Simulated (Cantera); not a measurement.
**Transport properties of process gases**

Gas mixture: CO2 : H2O : CO = 0.46 : 0.15 : 0.089 (molar parts), at 100000 Pa, frozen composition.

Cantera's kinetic-theory transport with the Lennard-Jones parameters of GRI-Mech 3.0, ideal gas; thermal conductivity in the multicomponent form. Polar gases are described roughly by these parameters.

```csv
T (K),ρ (kg/m³),cp (J/kg/K),μ (µPa s),λ (mW/m/K),Pr,D (cm²/s) NH3,D (cm²/s) H2,D (cm²/s) N2
400,1.09,1051,19.2,28.9,0.698,0.308,1.19,0.299
600,0.730,1177,27.2,45.9,0.699,0.675,2.39,0.614
800,0.547,1270,34.3,62.3,0.699,1.16,3.88,1.01
1000,0.438,1342,40.7,78.2,0.698,1.73,5.63,1.47
1200,0.365,1396,46.5,93.3,0.696,2.40,7.63,2.00
1400,0.313,1440,52.0,108,0.694,3.15,9.86,2.59
1600,0.274,1474,57.1,121,0.693,3.97,12.3,3.24
```
D: mixture-averaged diffusion coefficient of that species in the mixture.
